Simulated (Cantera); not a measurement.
Gas mixture: 100 % CH₃OH, at 0.0513 atm, frozen composition.

Cantera's kinetic-theory transport with the Lennard-Jones parameters of GRI-Mech 3.0, ideal gas; thermal conductivity in the multicomponent form. Polar gases are described roughly by these parameters. The composition is frozen, though it would react at the higher temperatures.

D: mixture-averaged diffusion coefficient of that species in the mixture.

```csv
T (K),ρ (kg/m³),cp (J/kg/K),μ (µPa s),λ (mW/m/K),Pr,D (cm²/s) N₂,D (cm²/s) C₂H₂,D (cm²/s) CO₂
400,0.0501,1604,13.1,28.1,0.748,5.16,3.97,[?]
550,0.0364,1983,18.1,47.9,0.749,9.24,7.29,[?]
700,0.0286,2314,22.8,70.3,0.750,14.2,11.4,[?]
850,0.0236,2568,27.2,93.0,0.751,19.9,16.2,[?]
1000,0.0200,2798,31.3,117,0.751,26.3,21.6,[?]
1150,0.0174,2978,35.2,139,0.751,33.4,27.6,[?]
1300,0.0154,3128,38.8,161,0.751,41.2,34.1,[?]
1450,0.0138,3253,42.2,183,0.751,49.5,41.2,[?]
1600,0.0125,3357,45.4,203,0.750,58.4,48.7,[?]
```

Some entries are withheld; supply them.


- 400, D (cm²/s) CO₂: 3.69
- 550, D (cm²/s) CO₂: 6.81
- 700, D (cm²/s) CO₂: 10.7
- 850, D (cm²/s) CO₂: 15.2
- 1000, D (cm²/s) CO₂: 20.4
- 1150, D (cm²/s) CO₂: 26.0
- 1300, D (cm²/s) CO₂: 32.3
- 1450, D (cm²/s) CO₂: 39.0
- 1600, D (cm²/s) CO₂: 46.1
